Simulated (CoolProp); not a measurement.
Vapour-liquid equilibrium of dimethyl ether (1) + chloromethane (R40) (2) at 19 bar; x and y are mole fractions of (1).

Model: multi-fluid Helmholtz-energy mixture model, Wu 2011 and Thol 2014; pair parameters Bell 2016, in CoolProp.

| x | bubble temperature (K) | y at the bubble point | dew temperature at overall composition x (K) | liquid density (mol/L) |
|---|---|---|---|---|
| 0.05 | 346.5 | 0.045 | 346.5 | 15.70 |
| 0.15 | 347.0 | 0.141 | 347.1 | 15.30 |
| 0.25 | 347.5 | 0.240 | 347.5 | 14.93 |
| 0.35 | 347.7 | 0.344 | 347.8 | 14.56 |
| 0.45 | 347.9 | 0.449 | 347.9 | 14.21 |
| 0.55 | 347.8 | 0.555 | 347.8 | 13.86 |
| 0.65 | 347.6 | 0.660 | 347.6 | 13.53 |
| 0.75 | 347.2 | 0.763 | 347.2 | 13.21 |
| 0.85 | 346.6 | 0.862 | 346.7 | 12.90 |
| 0.95 | 345.9 | 0.955 | 345.9 | 12.60 |

y crosses x between x = 0.45 and 0.55: the model has an azeotrope there.

Pair parameters are fitted to limited data, so mixtures are less certain than the pure fluids.
